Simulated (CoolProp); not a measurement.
Vapour-liquid equilibrium of R13 (1) + propylene (2) at 1 MPa; x and y are mole fractions of (1).

Values from CoolProp's multi-fluid Helmholtz-energy mixture model, Platzer 1990 and Lemmon 2013; pair parameters Bell 2016. This equation is an older, rougher fit; its heat capacities, sound speeds and derivatives of the liquid may be far off and weren't checked against measurements.

Problem. Give the bubble temperature and the first vapour's composition at x = 0.15, 0.65, 0.75. Is there an azeotrope?

Solution. x = 0.15: 277.2 K, y = 0.389; x = 0.65: 255.7 K, y = 0.820; x = 0.75: 253.5 K, y = 0.869. No azeotrope shows between x = 0.05 and 0.95.

The pair parameters rest on a limited set of measurements; away from them the model extrapolates.
